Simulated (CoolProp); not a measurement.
The numbers come from the reference Helmholtz-energy equation of state, Lemmon 2004 in CoolProp. It is a short technical equation, of lower accuracy than the large ones.

Task: For n-dodecane, give the phase and the Z, cp (kJ/(kg K)), viscosity (µPa s), conductivity (mW/(m K)) at 527.5 K and 2.25 bar; 584.1 K and 2.25 bar.

Result: 
- 527.5 K and 2.25 bar: gas; Z 0.874, cp 2.68, viscosity 8.01, conductivity 29.5
- 584.1 K and 2.25 bar: gas; Z 0.917, cp 2.84, viscosity 8.99, conductivity 34.8

Viscosity comes from a separate model (Huber 2004). Thermal conductivity comes from a separate model (Huber 2004).
